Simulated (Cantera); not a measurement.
What does this Cantera script print?

```python
import numpy as np
import cantera as ct

gas_names = """
    H HO2 H2 H2O H2O2 H2S H2SO4 O OH O2 O3 S SH SO SO2 SO3 S2 S2O S8
""".split()
cond_names = """
    H2O(s) H2O(L) H2SO4(L) S(cr1) S(cr2) S(L)
""".split()


# ... load() reads the species with a 1 bar reference pressure and builds the phases ...
atoms = {
    'SO2': {'S': 1, 'O': 2},
    'H2': {'H': 2},
}
top_T = {}  # K; cautious upper limits of use, not melting points


# ... equilibrate(T, P, feed) seeds the gas with the atoms and calls Mixture.equilibrate('TP', solver="vcs", rtol=1e-11, max_steps=5000) ...
results = []
T = 2998  # K
P = 8900  # Pa
for m in [0.27, 0.33, 0.41, 0.5, 0.61, 0.75, 0.91, 1.1, 1.4, 1.7, 2.1, 2.5, 3.1]:
    feed = {'SO2': 1, 'H2': m}  # mol
    mix = equilibrate(T, P, feed)
    results.append((T, P, feed, dict(zip(mix.species_names, mix.species_moles))))

top = {s: max(r[3][s] / sum(r[3][g] for g in gas_names) for r in results) for s in gas_names}
cols = sorted((s for s in top if top[s] > 0.001), key=lambda s: -top[s])[:7]
seen = [c for c in cond_names if any(r[3].get(c, 0) > 1e-12 for r in results)]
print("log10 of partial pressures in bar; condensed amounts in mol")
print(f"{'n(H2)':>10s}" + "".join(f"{s[:9]:>10s}" for s in cols + seen))
for T, P, feed, n in results:
    ng = sum(n[g] for g in gas_names)
    print(f"{feed['H2']:10.4g}" + "".join(f"{np.log10(max(n[s] / ng * P / 1e5, 1e-99)):10.3f}" for s in cols)
          + "".join(f"{n.get(c, 0):10.4g}" for c in seen))
```

Output:

```
log10 of partial pressures in bar; condensed amounts in mol
     n(H2)       SO2        H2         H        SO       H2O         O        O2
      0.27    -1.563    -2.549    -2.079    -1.661    -2.307    -2.059    -2.220
      0.33    -1.593    -2.446    -2.027    -1.670    -2.226    -2.080    -2.263
      0.41    -1.633    -2.339    -1.974    -1.683    -2.145    -2.107    -2.316
       0.5    -1.676    -2.244    -1.926    -1.697    -2.079    -2.136    -2.373
      0.61    -1.726    -2.153    -1.881    -1.715    -2.020    -2.168    -2.438
      0.75    -1.788    -2.062    -1.835    -1.738    -1.968    -2.207    -2.516
      0.91    -1.854    -1.982    -1.795    -1.764    -1.928    -2.247    -2.597
       1.1    -1.929    -1.907    -1.758    -1.795    -1.898    -2.291    -2.684
       1.4    -2.039    -1.818    -1.714    -1.843    -1.871    -2.353    -2.808
       1.7    -2.140    -1.753    -1.681    -1.890    -1.859    -2.407    -2.916
       2.1    -2.263    -1.688    -1.648    -1.950    -1.857    -2.470    -3.041
       2.5    -2.374    -1.639    -1.624    -2.007    -1.863    -2.525    -3.151
       3.1    -2.525    -1.585    -1.597    -2.087    -1.880    -2.596    -3.293
```

Cantera equilibrium calculation (NASA polynomials, part measured and part estimated; ideal gas, pure solids and liquids).
